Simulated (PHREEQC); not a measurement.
0.18 g of hydrous ferric oxide (600 m²/g; 0.2 weak and 0.005 strong sites per Fe, Dzombak-Morel constants, diffuse double layer) in 1 kg of water with 0.1 mol/kgw of an inert sodium salt, at 25 °C; the pH is set by adding NaOH or the inert anion's acid. O2 is buffered at 0.21 atm. The system is closed to CO2. Precipitation was switched off in this run.

Computed with PHREEQC (ion-association model, wateq4f.dat).

```tsv
pH	surface charge σ (C/m²)	surface potential ψ (mV)
3	0.363	153
3.5	0.350	151
4	(withheld)	147
4.5	0.273	138
5	0.215	126
5.5	0.159	111
6	0.111	93
6.5	0.074	(withheld)
7	0.045	52
7.5	0.022	(withheld)
8	(withheld)	5
8.5	(withheld)	(withheld)
9	-0.034	-42
```

Task: What belongs in the gaps?

Result: 
- 4, surface charge σ (C/m²): 0.321
- 6.5, surface potential ψ (mV): 74
- 7.5, surface potential ψ (mV): 29
- 8, surface charge σ (C/m²): 0.004
- 8.5, surface charge σ (C/m²): -0.014
- 8.5, surface potential ψ (mV): -19

The oxide is taken as insoluble; below pH 4 it would dissolve.
